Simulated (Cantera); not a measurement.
## Premixed flame

A freely propagating, adiabatic, planar premixed flame of 9.28 % CH₄, 8.26 % CO, 20.6 % O₂, 61.9 % N₂, unburnt at 575 K and 1.01 bar; mixture-averaged transport, grid criteria slope 0.08 and curve 0.16, no radiation.

Detailed kinetics in Cantera: GRI-Mech 3.0 (53 species, 325 reactions). Burning velocities carry a grid error of a few per cent, more on coarse grids.

```json
[
 {"z (mm)": "-0.759", "T (K)": "575", "u (m/s)": "1.89", "x CH₄": "0.0927", "x CO": "0.0825", "x O₂": "0.206", "x C₂H₂": "<1e-8", "x NO": "<1e-8", "x CH₃": "<1e-8"},
 {"z (mm)": "-0.506", "T (K)": "575", "u (m/s)": "1.90", "x CH₄": "0.0925", "x CO": "0.0824", "x O₂": "0.206", "x C₂H₂": "<1e-8", "x NO": "<1e-8", "x CH₃": "1.71e-7"},
 {"z (mm)": "-0.380", "T (K)": "578", "u (m/s)": "1.91", "x CH₄": "0.0922", "x CO": "0.0822", "x O₂": "0.205", "x C₂H₂": "1.88e-8", "x NO": "<1e-8", "x CH₃": "9.34e-7"},
 {"z (mm)": "-0.253", "T (K)": "605", "u (m/s)": "2.01", "x CH₄": "0.0902", "x CO": "0.0821", "x O₂": "0.203", "x C₂H₂": "3.87e-7", "x NO": "4.39e-8", "x CH₃": "1.25e-5"},
 {"z (mm)": "-0.127", "T (K)": "933", "u (m/s)": "3.15", "x CH₄": "0.0713", "x CO": "0.0876", "x O₂": "0.179", "x C₂H₂": "1.21e-5", "x NO": "9.70e-7", "x CH₃": "0.000429"},
 {"z (mm)": "-0.0633", "T (K)": "1370", "u (m/s)": "4.68", "x CH₄": "0.0422", "x CO": "0.101", "x O₂": "0.138", "x C₂H₂": "4.94e-5", "x NO": "3.04e-6", "x CH₃": "0.00254"},
 {"z (mm)": "0", "T (K)": "1806", "u (m/s)": "6.22", "x CH₄": "0.0116", "x CO": "0.115", "x O₂": "0.0854", "x C₂H₂": "0.000110", "x NO": "7.44e-6", "x CH₃": "0.00307"},
 {"z (mm)": "0.0633", "T (K)": "2004", "u (m/s)": "6.91", "x CH₄": "0.00116", "x CO": "0.112", "x O₂": "0.0501", "x C₂H₂": "3.12e-5", "x NO": "1.37e-5", "x CH₃": "0.000559"},
 {"z (mm)": "0.127", "T (K)": "2060", "u (m/s)": "7.06", "x CH₄": "5.88e-5", "x CO": "0.0981", "x O₂": "0.0353", "x C₂H₂": "1.56e-6", "x NO": "1.87e-5", "x CH₃": "3.36e-5"},
 {"z (mm)": "0.253", "T (K)": "2115", "u (m/s)": "7.18", "x CH₄": "1.48e-7", "x CO": "0.0816", "x O₂": "0.0267", "x C₂H₂": "<1e-8", "x NO": "2.51e-5", "x CH₃": "9.76e-8"},
 {"z (mm)": "0.506", "T (K)": "2182", "u (m/s)": "7.36", "x CH₄": "<1e-8", "x CO": "0.0729", "x O₂": "0.0228", "x C₂H₂": "<1e-8", "x NO": "3.57e-5", "x CH₃": "<1e-8"},
 {"z (mm)": "1.01", "T (K)": "2267", "u (m/s)": "7.60", "x CH₄": "<1e-8", "x CO": "0.0691", "x O₂": "0.0199", "x C₂H₂": "<1e-8", "x NO": "5.71e-5", "x CH₃": "<1e-8"},
 {"z (mm)": "2.02", "T (K)": "2362", "u (m/s)": "7.87", "x CH₄": "<1e-8", "x CO": "0.0651", "x O₂": "0.0165", "x C₂H₂": "<1e-8", "x NO": "0.000103", "x CH₃": "<1e-8"}
]
```
x: mole fraction of selected species; z is measured from the peak of heat release.

```yaml
laminar_burning_velocity: 189 cm/s
thermal_thickness: 0.253 mm
peak x(C₂H₂): 0.000110
peak x(CH₃): 0.00362
grid_points: 153
```
